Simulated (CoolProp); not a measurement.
Vapour-liquid equilibrium of hydrogen chloride (1) + propane (2) at 0.514 bar; x and y are mole fractions of (1).

The numbers come from the multi-fluid Helmholtz-energy mixture model, Thol 2018 and Lemmon 2009; pair parameters Bell 2016 in CoolProp.

| x | bubble temperature, mixture model (K) | bubble temperature, Raoult's law (K) | y, mixture model | y, Raoult's law |
|---|---|---|---|---|
| 0.05 | 200.7 | 210.8 | … | 0.306 |
| 0.15 | 186.6 | 202.2 | 0.856 | 0.618 |
| 0.25 | … | 196.3 | 0.908 | 0.766 |
| 0.35 | … | 191.9 | 0.926 | 0.848 |
| 0.45 | 178.7 | 188.4 | … | 0.899 |
| 0.55 | 178.5 | 185.6 | … | 0.933 |
| 0.65 | 178.4 | 183.2 | 0.935 | 0.956 |
| 0.75 | 178.2 | 181.1 | 0.937 | 0.973 |
| 0.85 | 177.8 | 179.3 | 0.947 | 0.986 |
| 0.95 | 177.3 | 177.7 | 0.974 | 0.996 |

**Question.** Complete the blanks.

**Answer.** 
- 0.05, y, mixture model: 0.604
- 0.25, bubble temperature, mixture model (K): 181.5
- 0.35, bubble temperature, mixture model (K): 179.4
- 0.45, y, mixture model: 0.932
- 0.55, y, mixture model: 0.934

The largest gap from Raoult's law is -15.6 K in bubble temperature, at x = 0.15. No azeotrope shows between x = 0.05 and 0.95.

Pair parameters are fitted to limited data, so mixtures are less certain than the pure fluids. With so large a gap from Raoult's law the liquid may split in two, which this calculation doesn't test in full.
